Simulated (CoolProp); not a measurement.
CH2F2 (R32) at several states: fugacity coefficient from the reference equation and from simpler models built on Tc = 351.3 K, pc = 5783 kPa, ω = 0.277; each cubic takes its own stable root.

The numbers come from the reference Helmholtz-energy equation of state, Tillner-Roth 1997 in CoolProp.

```csv
T (K),p (kPa),phase,reference
357.5,14.9,gas,0.9991
176,959,liquid,0.005217
415.1,1250,gas,0.9549
```

Question: How far does each simpler model (van der Waals, Soave-Redlich-Kwong, Peng-Robinson) lie from the reference over these 3 states: mean and median of the absolute difference, and the worst?

Answer: 
- van der Waals: mean 1053.6 %, median 0.3 %, worst +3160.5 % at 176 K and 959 kPa
- Soave-Redlich-Kwong: mean 3.4 %, median 0.6 %, worst -9.7 % at 176 K and 959 kPa
- Peng-Robinson: mean 0.9 %, median 0.1 %, worst -2.7 % at 176 K and 959 kPa
